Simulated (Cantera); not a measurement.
# Carbothermic reduction: SiO2 + CH4 + H2

Feed: 1 mol SiO2, 1.2 mol CH4, 0.7 mol H2, at 10.0 mbar.

Method: chemical equilibrium by Gibbs-energy minimisation in Cantera with the NASA 1993 tables (ideal gas, pure condensed phases). Candidate condensed phases: C, C6H6, C7H8, C8H18, H2O, Si, SiC, SiO2; 123 gas species. Gases not in the tables: Si2H6 and higher silanes. Kinetics and transport are ignored.

```
T (°C)   x H2   x CO  x SiO       x H      x Si    x Si2C  n SiC(s)
------  -----  -----  -----  --------  --------  --------  --------
1400    0.607  0.216  0.176  0.000887   8.25e-6   4.22e-8     0.100
1450    0.607  0.216  0.176   0.00142   2.23e-5   1.54e-7    0.0999
1500    0.606  0.215  0.176   0.00221   5.71e-5   5.24e-7    0.0998
1550    0.605  0.215  0.176   0.00337  0.000139   1.66e-6    0.0996
1600    0.604  0.215  0.176   0.00501  0.000321   4.94e-6    0.0990
1650    0.601  0.215  0.175   0.00731  0.000710   1.39e-5    0.0979
1700    0.598  0.215  0.174    0.0104   0.00151   3.68e-5    0.0955
1750    0.594  0.215  0.173    0.0146   0.00307   9.27e-5    0.0907
1800    0.588  0.215  0.170    0.0202   0.00602  0.000222    0.0815
1850    0.578  0.216  0.166    0.0273    0.0113  0.000506    0.0641
1900    0.565  0.218  0.158    0.0363    0.0205   0.00109    0.0329
1950    0.549  0.220  0.150    0.0475    0.0306   0.00142         0
2000    0.537  0.219  0.147    0.0616    0.0329  0.000676         0
2050    0.523  0.217  0.146    0.0787    0.0340  0.000297         0
```
x: gas mole fraction; n: condensed amount in mol.

From 1400 °C to 1900 °C the condensed part is SiC(s). From 1950 °C to 2050 °C nothing is condensed. The main Si-bearing gas is SiO throughout.
